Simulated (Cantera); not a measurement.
Charge: 1 mol PbO, 16 mol CO, held at 1023 K.

Method: chemical equilibrium by Gibbs-energy minimisation in Cantera with the NASA 1993 tables (ideal gas, pure condensed phases). Candidate condensed phases: C, Pb, PbO, PbO₂, Pb₃O₄; 15 gas species. Kinetics and transport are ignored.

What share of the Pb ends up in condensed phases as a function of P (Pa), at 10, 52, 270, 1400, 7200, 37000, 190000, 1000000?


```json
[
 {"P (Pa)": "10", "Pb condensed (%)": "0.0", "as": "-"},
 {"P (Pa)": "52", "Pb condensed (%)": "13.5", "as": "Pb(l)"},
 {"P (Pa)": "270", "Pb condensed (%)": "84.0", "as": "Pb(l)"},
 {"P (Pa)": "1400", "Pb condensed (%)": "96.9", "as": "Pb(l)"},
 {"P (Pa)": "7200", "Pb condensed (%)": "99.4", "as": "Pb(l)"},
 {"P (Pa)": "37000", "Pb condensed (%)": "99.9", "as": "Pb(l)"},
 {"P (Pa)": "190000", "Pb condensed (%)": "100.0", "as": "Pb(l)"},
 {"P (Pa)": "1000000", "Pb condensed (%)": "100.0", "as": "Pb(l)"}
]
```
